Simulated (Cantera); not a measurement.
A freely propagating, adiabatic, planar premixed flame of 54.9 % H2, 9.45 % O2, 35.6 % N2, unburnt at 400 K and 1.01 bar; mixture-averaged transport, grid criteria slope 0.08 and curve 0.16, no radiation.

Model: the H2/O2 subset of GRI-Mech 3.0, which has no nitrogen chemistry, integrated in Cantera. Burning velocities carry a grid error of a few per cent, more on coarse grids.

Predict: laminar burning velocity; thermal thickness; peak x(O); peak x(OH); peak x(H2O2); peak x(HO2).


```json
{
  "laminar_burning_velocity": "378 cm/s",
  "thermal_thickness": "0.409 mm",
  "peak x(O)": "0.00124",
  "peak x(OH)": "0.00105",
  "peak x(H2O2)": "4.01e-5",
  "peak x(HO2)": "0.000353"
}
```
